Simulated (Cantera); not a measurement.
A closed system holds: 1 mol SO₂, 0.64 mol O₂, 1 mol H₂O, held at 1473 K and 0.100 bar.

Equilibrium computed with Cantera from the NASA thermochemical tables; the gas is ideal and each condensed phase is pure. Candidate condensed phases: H₂O, H₂SO₄, S; 19 gas species. Equilibrium is a limit: real reactors are often held back by kinetics, nucleation or transport.

Base state: H₂O 0.379, SO₂ 0.377, O₂ 0.241, SO₃ 0.00252, OH 0.000221 (mole fractions); condensed: gas only.

Question: What changes in the equilibrium state with this change: temperature from 1473 K to 648 K?

Answer: 
| species | before | after |
|---|---|---|
| H₂O | 0.379 | 0.447 |
| SO₃ | 0.00252 | 0.442 |
| O₂ | 0.241 | 0.0700 |
| SO₂ | 0.377 | 0.00473 |
| H₂SO₄ | 1.45e-8 | 0.0361 |
| OH | 0.000221 | <1e-9 |

Question: What changes in the equilibrium state with this change: H₂O from 1 to 9.5 mol?

Answer: 
```tsv
species	before	after
H₂O	0.379	0.853
SO₂	0.377	0.0895
O₂	0.241	0.0573
SO₃	0.00252	0.000291
H₂	3.20e-6	1.48e-5
OH	0.000221	0.000231
```

Question: What changes in the equilibrium state with this change: temperature from 1473 K to 1775 K?

Answer: 
| species | before | after |
|---|---|---|
| SO₂ | 0.377 | 0.378 |
| H₂O | 0.379 | 0.377 |
| O₂ | 0.241 | 0.241 |
| OH | 0.000221 | 0.00212 |
| SO₃ | 0.00252 | 0.000675 |
| SO | 5.46e-7 | 3.63e-5 |
| O | 4.34e-6 | 0.000149 |
| H₂ | 3.20e-6 | 0.000103 |
